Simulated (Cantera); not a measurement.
An isothermal, constant-pressure homogeneous reactor starts with CH₄ : H₂ = 1 : 1.3 (molar parts), at 1875 K and 1000 Pa.

Detailed kinetics in Cantera: GRI-Mech 3.0 (53 species, 325 reactions). GRI-Mech 3.0 stops at C3 and has no aromatics, soot or wall deposition, so with more carbon than oxygen in the feed, carbon stays in small species such as C2H2 where larger ones or solid carbon would form. Radical loss at walls, strong at low pressure, is not modelled.

One state of this run: x CH₄ = 0.0224; x H₂ = 0.830; x C₂H₂ = 0.143; x H = 0.00321; x C₂H = 6.54e-6. x: mole fraction; the columns are a selection and need not sum to one.

Question: Which value of t (s) does it belong to?
A) 10.3
B) 1.17
C) 0.00175
D) 0.134

Answer: D, 0.134
